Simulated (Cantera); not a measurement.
A Cantera script and what it prints.

```python
import numpy as np
import cantera as ct

gas_names = """
    H HO2 H2 H2O H2O2 Mg MgH MgO MgOH MgO2H2 Mg2 O OH O2 O3
""".split()
cond_names = """
    H2O(s) H2O(L) Mg(cr) Mg(L) MgO(s) MgO(L) MgO2H2(s)
""".split()


# ... load() reads the species with a 1 bar reference pressure and builds the phases ...
atoms = {
    'Mg(OH)2': {'Mg': 1, 'O': 2, 'H': 2},
    'H2O': {'H': 2, 'O': 1},
    'O2': {'O': 2},
}
top_T = {}  # K; cautious upper limits of use, not melting points


# ... equilibrate(T, P, feed) seeds the gas with the atoms and calls Mixture.equilibrate('TP', solver="vcs", rtol=1e-11, max_steps=5000) ...
results = []
feed = {'Mg(OH)2': 1, 'H2O': 0.84, 'O2': 7.2}  # mol
T = 650  # K
P = 19  # Pa
mix = equilibrate(T, P, feed)
results.append((T, P, feed, dict(zip(mix.species_names, mix.species_moles))))
print(gas.report(threshold=1e-05))
for i in range(1, mix.n_phases):
    print(f"{mix.phase(i).name:16s} {mix.phase_moles(i):12.5e} mol")
```

It prints:

```
       temperature   650 K
          pressure   19 Pa
           density   0.00010249 kg/m^3
  mean mol. weight   29.152 kg/kmol
   phase of matter   gas

                          1 kg             1 kmol
                     ---------------   ---------------
          enthalpy       -1.3056e+06       -3.8061e+07  J
   internal energy        -1.491e+06       -4.3465e+07  J
           entropy             10354        3.0183e+05  J/K
    Gibbs function       -8.0354e+06       -2.3425e+08  J
 heat capacity c_p            1147.1             33440  J/K
 heat capacity c_v            861.89             25126  J/K

                      mass frac. Y      mole frac. X     chem. pot. / RT
                     ---------------   ---------------   ---------------
               H2O           0.12578           0.20354             -78.6
                O2           0.87422           0.79646           -34.334
     [  +13 minor]        3.1398e-11        5.3738e-11

Mg(cr)            0.00000e+00 mol
MgO(s)            1.00000e+00 mol
MgO2H2(s)         0.00000e+00 mol
```

Cantera equilibrium calculation (NASA polynomials, part measured and part estimated; ideal gas, pure solids and liquids).
